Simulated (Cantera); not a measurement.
A perfectly stirred reactor is fed with H2 : O2 : N2 = 1 : 0.385 : 1.45 (molar parts), equivalence ratio 1.3, at 5.33 atm; it is adiabatic with a 800 K inlet, and is followed from long to short residence time, starting on the burning branch (τ in s: 0.021, 0.011, 0.0061, 0.0033, 0.0018, 0.00094, 0.00051, 0.00027, 0.00015, 7.8e-05, 4.2e-05, 2.3e-05, 1.2e-05).

Model: the H2/O2 subset of GRI-Mech 3.0, which has no nitrogen chemistry, integrated in Cantera. The hydrogen kinetics of GRI-Mech 3.0 are dated; newer H2 mechanisms differ, most at raised pressure.

Problem. Predict: blow-out, bracketed by the residence times tried; x(H2) at τ = 21.0 ms; x(O2) at τ = 21.0 ms; x(OH) at τ = 21.0 ms; x(O) at τ = 21.0 ms; x(HO2) at τ = 21.0 ms; x(H2) at τ = 0.510 ms; x(O2) at τ = 0.510 ms; x(OH) at τ = 0.510 ms; x(O) at τ = 0.510 ms; x(HO2) at τ = 0.510 ms.

Solution. 
```json
{
 "blow_out_bracketed_by_the_residence_times_tried": "burning at 12.0 µs, the shortest tried",
 "x(H2) at τ = 21.0 ms": "0.0936",
 "x(O2) at τ = 21.0 ms": "0.000388",
 "x(OH) at τ = 21.0 ms": "0.00588",
 "x(O) at τ = 21.0 ms": "0.000288",
 "x(HO2) at τ = 21.0 ms": "5.33e-7",
 "x(H2) at τ = 0.510 ms": "0.0942",
 "x(O2) at τ = 0.510 ms": "0.000966",
 "x(OH) at τ = 0.510 ms": "0.00796",
 "x(O) at τ = 0.510 ms": "0.000566",
 "x(HO2) at τ = 0.510 ms": "1.36e-6"
}
```
